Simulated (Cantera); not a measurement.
An adiabatic, constant-volume homogeneous reactor starts with 12.8 % CH₄, 18.3 % O₂, 68.8 % N₂, at 1025 K and 5.00 bar.

Computed with Cantera and GRI-Mech 3.0 (53 species, 325 reactions).

Task: Predict: time of steepest temperature rise; temperature at 0.300 s; equilibrium temperature; x(O₂) at 0.300 s; x(H₂O) at 0.300 s; x(HCO) at 0.300 s; x(N₂O) at 0.300 s; x(HO₂) at 0.300 s.

Result: 
| Item | Result |
|---|---|
| time of steepest temperature rise | 0.138 s |
| temperature at 0.300 s | 2842 K |
| equilibrium temperature | 2842 K |
| x(O₂) at 0.300 s | 0.000439 (gas-phase equilibrium 0.000439) |
| x(H₂O) at 0.300 s | 0.176 (gas-phase equilibrium 0.176) |
| x(HCO) at 0.300 s | 6.50e-7 (gas-phase equilibrium 6.50e-7) |
| x(N₂O) at 0.300 s | 3.14e-7 (gas-phase equilibrium 3.14e-7) |
| x(HO₂) at 0.300 s | 7.99e-7 (gas-phase equilibrium 7.99e-7) |
